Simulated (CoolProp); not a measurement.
Vapour-liquid equilibrium of diethyl ether (1) + n-hexane (2) at 390 K; x and y are mole fractions of (1).

The numbers come from the multi-fluid Helmholtz-energy mixture model, Thol 2014 and Thol 2019; pair parameters Bell 2016 in CoolProp.

```json
[
 {"x": "0.05", "bubble pressure (kPa)": "406.3", "y at the bubble point": "…", "dew pressure at overall composition x (kPa)": "385.7", "liquid density (mol/L)": "6.575"},
 {"x": "0.2", "bubble pressure (kPa)": "500.8", "y at the bubble point": "0.372", "dew pressure at overall composition x (kPa)": "433.0", "liquid density (mol/L)": "6.741"},
 {"x": "0.35", "bubble pressure (kPa)": "586.9", "y at the bubble point": "0.544", "dew pressure at overall composition x (kPa)": "491.1", "liquid density (mol/L)": "6.919"},
 {"x": "0.5", "bubble pressure (kPa)": "668.9", "y at the bubble point": "0.677", "dew pressure at overall composition x (kPa)": "562.6", "liquid density (mol/L)": "7.111"},
 {"x": "0.65", "bubble pressure (kPa)": "750.0", "y at the bubble point": "0.788", "dew pressure at overall composition x (kPa)": "650.9", "liquid density (mol/L)": "…"},
 {"x": "0.8", "bubble pressure (kPa)": "…", "y at the bubble point": "0.885", "dew pressure at overall composition x (kPa)": "759.5", "liquid density (mol/L)": "…"},
 {"x": "0.95", "bubble pressure (kPa)": "916.1", "y at the bubble point": "0.973", "dew pressure at overall composition x (kPa)": "893.3", "liquid density (mol/L)": "7.773"}
]
```

Problem. Fill in the missing entries.

Solution. 
- 0.05, y at the bubble point: 0.119
- 0.65, liquid density (mol/L): 7.317
- 0.8, bubble pressure (kPa): 832.0
- 0.8, liquid density (mol/L): 7.537

No azeotrope shows between x = 0.05 and 0.95.

Pair parameters are fitted to limited data, so mixtures are less certain than the pure fluids.
